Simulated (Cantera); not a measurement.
Feed: 1 mol HF, 0.066 mol H2, 0.089 mol O2, at 802 °C and 0.0100 bar.

These are equilibrium values from Cantera (NASA tables, ideal gas, pure condensed phases), not measurements of a reactor. Candidate condensed phases: H2O; 22 gas species. Kinetics and transport are ignored.

Base state: HF 0.891, H2O 0.0588, O2 0.0499 (mole fractions); condensed: gas only.

What changes in the equilibrium state with this change: 0.07 mol H2S added?


| species | before | after |
|---|---|---|
| HF | 0.891 | 0.846 |
| H2O | 0.0588 | 0.107 |
| SO2 | 0 | 0.0217 |
| O2 | 0.0499 | <1e-9 |
| S2 | 0 | 0.0168 |
| H2S | 0 | 0.00362 |
| H2 | 1.85e-9 | 0.00437 |
| S2O | 0 | 0.000123 |
| SO | 0 | 3.07e-5 |
| SH | 0 | 1.31e-5 |
Gases not in the tables: S3 to S7. Further candidate phases: H2SO4, S.
